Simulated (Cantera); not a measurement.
Feed: 1 mol TiO2, 0.46 mol C, 0.013 mol CO, at 1075 K and 67.0 Pa.

Method: chemical equilibrium by Gibbs-energy minimisation in Cantera with the NASA 1993 tables (ideal gas, pure condensed phases). Candidate condensed phases: C, Ti, TiC, TiO, TiO2, Ti2O3, Ti3O5, Ti4O7; 15 gas species. Condensed phases not in the tables: Magnéli phases beyond Ti4O7. Rates play no part.

Base state: CO 1.000, CO2 9.10e-5 (mole fractions); condensed: C(graphite) + Ti4O7(s).

Q: What changes in the equilibrium state with this change: pressure from 67.0 Pa to 13300 Pa?

A: 
| species | before | after |
|---|---|---|
| CO | 1.000 | 0.983 |
| CO2 | 9.10e-5 | 0.0175 |
| C(graphite), mol | 0.210 | 0.460 |
| Ti4O7(s), mol | 0.250 | 0 |
| TiO2(rutile), mol | 0 | 1.00 |
